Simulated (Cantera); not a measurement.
Mixture: CH₄ : CO : O₂ : N₂ = 1 : 1.2 : 3.88 : 14.6 (molar parts), at 4950 Torr, adiabatic and at constant pressure. Ignition delay is the time to a rise of 400 K.

Model: GRI-Mech 3.0 (53 species, 325 reactions), integrated in Cantera.

**Question.** Predict: delay at 1250 K; delay at 1400 K; delay at 1550 K; delay at 1700 K; delay at 1850 K; apparent activation energy between 1775 and 1925 K.

**Answer.** 
```
Quantity                                                 Value
--------------------------------------------------  ----------
delay at 1250 K                                        4.22 ms
delay at 1400 K                                       0.647 ms
delay at 1550 K                                       0.139 ms
delay at 1700 K                                        40.8 µs
delay at 1850 K                                        15.3 µs
apparent activation energy between 1775 and 1925 K  170 kJ/mol
```
